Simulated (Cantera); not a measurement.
A perfectly stirred reactor is fed with CH4 : C2H6 : C3H8 : O2 : N2 = 1 : 0.061 : 0.66 : 9.19 : 34.9 (molar parts), equivalence ratio 0.60, at 2.07 atm; it is adiabatic with a 650 K inlet, and is followed from long to short residence time, starting on the burning branch (τ in s: 0.054, 0.023, 0.01, 0.0043, 0.0019, 0.00081, 0.00035, 0.00015, 6.4e-05, 2.8e-05).

Detailed kinetics in Cantera: GRI-Mech 3.0 (53 species, 325 reactions). GRI-Mech 3.0 was tuned for natural gas; its chemistry of propane as a main component is partial and can be far from experiment.

x: mole fraction; the columns are a selection and need not sum to one.

| τ (s) | T (K) | x CH4 | x C2H6 | x C3H8 | x NO | x CH2 |
|---|---|---|---|---|---|---|
| 0.054 | 1951 | 2.55e-6 | 2.86e-8 | 2.95e-7 | 9.16e-5 | 2.95e-8 |
| 0.023 | 1947 | 4.64e-6 | 5.70e-8 | 5.98e-7 | 6.32e-5 | 6.34e-8 |
| 0.010 | 1940 | 8.02e-6 | 1.07e-7 | 1.14e-6 | 4.75e-5 | 1.29e-7 |
| 0.0043 | 1928 | 1.38e-5 | 1.97e-7 | 2.11e-6 | 3.62e-5 | 2.57e-7 |
| 0.0019 | 1910 | 2.37e-5 | 3.54e-7 | 3.74e-6 | 2.73e-5 | 4.82e-7 |
| 0.00081 | 1882 | 4.28e-5 | 6.58e-7 | 6.80e-6 | 1.99e-5 | 9.02e-7 |
| 0.00035 | 1841 | 8.15e-5 | 1.27e-6 | 1.27e-5 | 1.44e-5 | 1.64e-6 |
| 0.00015 | 1780 | [?] | [?] | [?] | [?] | [?] |
| 6.4e-5 | 1674 | [?] | [?] | [?] | [?] | [?] |
| 2.8e-5 | 650 | 0.0218 | 0.00133 | 0.0144 | <1e-12 | <1e-12 |

**Question.** What belongs in the gaps?

**Answer.** 
- 0.00015, x CH4: 0.000177
- 0.00015, x C2H6: 2.75e-6
- 0.00015, x C3H8: 2.65e-5
- 0.00015, x NO: 9.57e-6
- 0.00015, x CH2: 3.03e-6
- 6.4e-5, x CH4: 0.000556
- 6.4e-5, x C2H6: 8.67e-6
- 6.4e-5, x C3H8: 7.96e-5
- 6.4e-5, x NO: 4.05e-6
- 6.4e-5, x CH2: 6.40e-6
